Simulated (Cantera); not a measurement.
A perfectly stirred reactor is fed with CH4 : CO2 : H2 = 1 : 1.4 : 0.21 (molar parts), at 13000 Pa; it is held at 1948 K, and followed from long to short residence time.

Cantera simulation using GRI-Mech 3.0 (53 species, 325 reactions); the numbers are that mechanism's predictions, not measurements.

Q: What does this change do: pressure from 13000 Pa to 42000 Pa?

A: 
| quantity | before | after |
|---|---|---|
| x(CH4) at τ = 0.790 s | 0.00514 | 0.00461 |
| x(CO2) at τ = 0.790 s | 0.0279 | 0.0250 |
| x(H2) at τ = 0.790 s | 0.379 | 0.388 |
| x(CH2CO) at τ = 0.790 s | 9.94e-6 | 6.03e-6 |
| x(HO2) at τ = 0.790 s | 4.83e-12 | 2.65e-12 |
| x(CH4) at τ = 7.90 ms | 0.0686 | 0.0436 |
| x(CO2) at τ = 7.90 ms | 0.217 | 0.143 |
| x(H2) at τ = 7.90 ms | 0.239 | 0.236 |
| x(CH2CO) at τ = 7.90 ms | 0.000126 | 0.000131 |
| x(HO2) at τ = 7.90 ms | 3.00e-11 | 2.48e-11 |
